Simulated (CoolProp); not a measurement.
Vapour-liquid equilibrium of CH2F2 (R32) (1) + propylene (2) at 276.3 K; x and y are mole fractions of (1).

Values from CoolProp's multi-fluid Helmholtz-energy mixture model, Tillner-Roth 1997 and Lemmon 2013; pair parameters Bell 2016.

| x | bubble pressure (MPa) | y at the bubble point | dew pressure at overall composition x (MPa) | liquid density (mol/L) |
|---|---|---|---|---|
| 0.05 | 0.7334 | 0.149 | 0.6696 | 13.03 |
| 0.15 | 0.8715 | 0.327 | 0.7337 | 13.37 |
| 0.25 | 0.9631 | 0.431 | 0.8078 | 13.77 |
| 0.35 | 1.022 | 0.502 | 0.8913 | 14.22 |
| 0.45 | 1.059 | 0.556 | 0.9795 | 14.76 |
| 0.55 | 1.079 | 0.603 | 1.056 | 15.40 |
| 0.65 | 1.086 | 0.649 | 1.086 | 16.16 |
| 0.75 | 1.077 | 0.702 | 1.058 | 17.06 |
| 0.85 | 1.045 | 0.775 | 0.9988 | 18.13 |
| 0.95 | 0.9668 | 0.898 | 0.9317 | 19.37 |

y crosses x between x = 0.55 and 0.65: the model has an azeotrope there.

The pair parameters rest on a limited set of measurements; away from them the model extrapolates.
